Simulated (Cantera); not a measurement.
A closed system holds: 1 mol MgCO₃, 0.034 mol CO₂, 0.03 mol H₂O, held at 1398 K and 18.8 Torr.

Equilibrium computed with Cantera from the NASA thermochemical tables; the gas is ideal and each condensed phase is pure. Candidate condensed phases: C, C₆H₆, C₇H₈, C₈H₁₈, H₂O, Mg, MgCO₃, MgO, Mg(OH)₂; 116 gas species. The numbers say what is thermodynamically allowed, not how fast it happens.

Base state: CO₂ 0.971, H₂O 0.0282, CO 0.000407, O₂ 0.000204 (mole fractions); condensed: MgO(s).

Question: What changes in the equilibrium state with this change: temperature from 1398 K to 1823.15 K?

Answer: 
| species | before | after |
|---|---|---|
| CO₂ | 0.971 | 0.946 |
| H₂O | 0.0282 | 0.0276 |
| CO | 0.000407 | 0.0170 |
| O₂ | 0.000204 | 0.00841 |
| O | 8.30e-8 | 8.76e-5 |
| H | 6.99e-8 | 3.09e-5 |
| MgO(s), mol | 1.00 | 1.000 |
